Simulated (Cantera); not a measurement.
A Cantera script and its output.

```python
import numpy as np
import cantera as ct

gas = ct.Solution("gri30.yaml")


def delay(T, t_max=10):
    gas.TPX = T, 100000, {'CH3OH': 1, 'O2': 2.34, 'N2': 8.81}
    reactor = ct.IdealGasReactor(gas, clone=False)
    net = ct.ReactorNet([reactor])
    net.rtol, net.atol = 1e-8, 1e-16
    while net.time < t_max:
        t_old, T_old = net.time, reactor.T
        net.step()
        if reactor.T > T + 400:  # ignition: a rise of 400 K
            return t_old + (T + 400 - T_old) / (reactor.T - T_old) * (net.time - t_old)
    return np.nan


taus = []
for T in [1175, 1275, 1375, 1475, 1575, 1675, 1775, 1875, 1975]:
    taus.append(delay(T))
    print(f"T0 = {T:6g} K   tau = {taus[-1]:.4e} s")
```

Output:

```
T0 =   1175 K   tau = 1.5661e-02 s
T0 =   1275 K   tau = 3.2446e-03 s
T0 =   1375 K   tau = 8.8024e-04 s
T0 =   1475 K   tau = 2.9958e-04 s
T0 =   1575 K   tau = 1.2228e-04 s
T0 =   1675 K   tau = 5.7186e-05 s
T0 =   1775 K   tau = 2.9586e-05 s
T0 =   1875 K   tau = 1.6586e-05 s
T0 =   1975 K   tau = 9.9732e-06 s
```

Model: GRI-Mech 3.0 (53 species, 325 reactions), integrated in Cantera. GRI-Mech 3.0 was tuned for natural gas; its chemistry of methanol as a main component is partial and can be far from experiment.
